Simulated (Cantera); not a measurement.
Gas-phase reforming

A perfectly stirred reactor is fed with CH4 : H2O : H2 = 1 : 0.47 : 0.055 (molar parts), at 7500 Torr; it is held at 1773 K, and followed from long to short residence time.

Computed with Cantera and GRI-Mech 3.0 (53 species, 325 reactions). GRI-Mech 3.0 stops at C3 and has no aromatics, soot or wall deposition, so with more carbon than oxygen in the feed, carbon stays in small species such as C2H2 where larger ones or solid carbon would form.

```
τ (s)    x CH4    x H2O   x H2     x OH  x CH2CO   x CH2O
------  ------  -------  -----  -------  -------  -------
13      0.0866  0.00278  0.686  1.88e-8  2.77e-6  4.96e-7
4.4     0.0879  0.00765  0.681  5.19e-8  3.17e-6  5.02e-7
1.4     0.0913   0.0202  0.669  1.38e-7  4.34e-6  5.24e-7
0.46    0.0972   0.0445  0.646  3.09e-7  7.22e-6  5.92e-7
0.15     0.106   0.0825  0.611  5.85e-7  1.34e-5  7.75e-7
0.048    0.120    0.130  0.565  9.43e-7  2.36e-5  1.18e-6
0.015    0.149    0.176  0.508  1.30e-6  3.48e-5  1.99e-6
0.0050   0.206    0.211  0.440  1.55e-6  4.04e-5  3.43e-6
0.0016   0.303    0.240  0.345  1.79e-6  3.81e-5  6.20e-6
```
x: mole fraction; the columns are a selection and need not sum to one.
